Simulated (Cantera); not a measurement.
**NO annealing gas**

A perfectly stirred reactor is fed with 7.14 % NO, 92.9 % N2, at 1200 Torr; it is held at 1650 K, and followed from long to short residence time.

Cantera simulation using GRI-Mech 3.0 (53 species, 325 reactions); the numbers are that mechanism's predictions, not measurements.

```json
[
 {"τ (s)": "17", "x NO": "0.0599", "x N2": "0.934", "x N2O": "1.44e-6", "x NO2": "4.58e-5", "x O": "1.63e-6", "x O2": "0.00570"},
 {"τ (s)": "6.7", "x NO": "0.0661", "x N2": "0.931", "x N2O": "1.74e-6", "x NO2": "3.62e-5", "x O": "1.17e-6", "x O2": "0.00264"},
 {"τ (s)": "2.7", "x NO": "0.0691", "x N2": "0.930", "x N2O": "1.89e-6", "x NO2": "2.77e-5", "x O": "8.63e-7", "x O2": "0.00114"},
 {"τ (s)": "1.1", "x NO": "0.0704", "x N2": "0.929", "x N2O": "1.96e-6", "x NO2": "2.21e-5", "x O": "6.80e-7", "x O2": "0.000470"},
 {"τ (s)": "0.43", "x NO": "0.0710", "x N2": "0.929", "x N2O": "1.97e-6", "x NO2": "1.88e-5", "x O": "5.76e-7", "x O2": "0.000180"},
 {"τ (s)": "0.17", "x NO": "0.0713", "x N2": "0.929", "x N2O": "1.95e-6", "x NO2": "1.68e-5", "x O": "5.14e-7", "x O2": "6.60e-5"},
 {"τ (s)": "0.070", "x NO": "0.0714", "x N2": "0.929", "x N2O": "1.89e-6", "x NO2": "1.47e-5", "x O": "4.55e-7", "x O2": "2.26e-5"},
 {"τ (s)": "0.028", "x NO": "0.0714", "x N2": "0.929", "x N2O": "1.73e-6", "x NO2": "1.14e-5", "x O": "3.57e-7", "x O2": "5.68e-6"},
 {"τ (s)": "0.011", "x NO": "0.0714", "x N2": "0.929", "x N2O": "1.42e-6", "x NO2": "6.47e-6", "x O": "2.14e-7", "x O2": "7.93e-7"},
 {"τ (s)": "0.0045", "x NO": "0.0714", "x N2": "0.929", "x N2O": "9.93e-7", "x NO2": "2.71e-6", "x O": "1.01e-7", "x O2": "7.03e-8"}
]
```
x: mole fraction; the columns are a selection and need not sum to one.
